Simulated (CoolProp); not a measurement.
A simple Rankine cycle with R123: condensing at 322.15 K, boiler at 1.93 MPa, turbine inlet 499 K, turbine efficiency 0.8, pump efficiency 0.6, no recuperator. Each further row changes one setting.

Computed with CoolProp (reference Helmholtz-energy equation of state, Younglove 1994). It is a modified Benedict-Webb-Rubin equation, recast in Helmholtz form.

| case | thermal efficiency (%) | net work (kJ/kg) | heat in (kJ/kg) | turbine exit temperature (K) | volume ratio over the turbine |
|---|---|---|---|---|---|
| as stated | 13.7 | 39.4 | 288 | 434.5 | [?] |
| condensing temperature 314.15 K | 14.8 | 43.9 | [?] | 428.4 | [?] |
| boiler pressure 1.35 MPa | 11.8 | 34.7 | [?] | [?] | 6.37 |
| turbine efficiency 0.7 | [?] | 34.2 | 288 | 440.8 | 9.46 |

Task: Complete the blanks.

Result: 
- as stated, volume ratio over the turbine: 9.31
- condensing temperature 314.15 K, heat in (kJ/kg): 296
- condensing temperature 314.15 K, volume ratio over the turbine: 11.9
- boiler pressure 1.35 MPa, heat in (kJ/kg): 294
- boiler pressure 1.35 MPa, turbine exit temperature (K): 446.7
- turbine efficiency 0.7, thermal efficiency (%): 11.9
